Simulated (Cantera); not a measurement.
Pyrogenic steam for wet oxidation

A perfectly stirred reactor is fed with H2 : O2 : N2 = 0.49 : 1 : 0.95 (molar parts), equivalence ratio 0.24, at 0.990 bar; it is held at 1100 K, and followed from long to short residence time.

Detailed kinetics in Cantera: the H2/O2 subset of GRI-Mech 3.0, which has no nitrogen chemistry. The temperature is held fixed by assumption; the heat of reaction is taken as removed at once.

```csv
τ (s),x H2,x O2,x H2O,x H2O2,x HO2,x OH,x H
2.3,0.000985,0.344,0.222,6.95e-6,2.42e-5,5.01e-6,9.78e-8
0.87,0.00184,0.345,0.221,1.74e-5,3.96e-5,6.93e-6,2.54e-7
0.33,0.00344,0.345,0.219,4.12e-5,6.35e-5,9.46e-6,6.53e-7
0.12,0.00651,0.346,0.216,9.16e-5,0.000101,1.33e-5,1.72e-6
0.045,0.0115,0.348,0.210,0.000169,0.000151,1.92e-5,4.35e-6
0.017,0.0182,0.350,0.203,0.000239,0.000207,3.09e-5,1.08e-5
0.0064,0.0246,0.352,0.196,0.000229,0.000259,5.89e-5,2.71e-5
0.0024,0.0295,0.353,0.190,0.000153,0.000296,0.000128,6.99e-5
0.00089,0.0356,0.355,0.183,8.94e-5,0.000325,0.000277,0.000184
```
x: mole fraction; the columns are a selection and need not sum to one.
